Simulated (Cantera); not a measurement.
Standard-state values (1 bar) from the NASA 1993 polynomials, evaluated with Cantera. Values are per mole of reaction as written; species without (g) are pure solids or liquids, kept so even where they would boil at 1 bar.

Between 300 and 1098 K, where is each reaction favourable under standard conditions?
- 3 Cl2(g) + 3 SrO → 3 SrCl2 + O3(g)


- 3 Cl2(g) + 3 SrO → 3 SrCl2 + O3(g): ΔG° is -493 kJ at 300 K and -316 kJ at 1098 K; it stays negative (K > 1). ΔH° is -505 kJ and ΔS° -172 J/K at 1098 K.
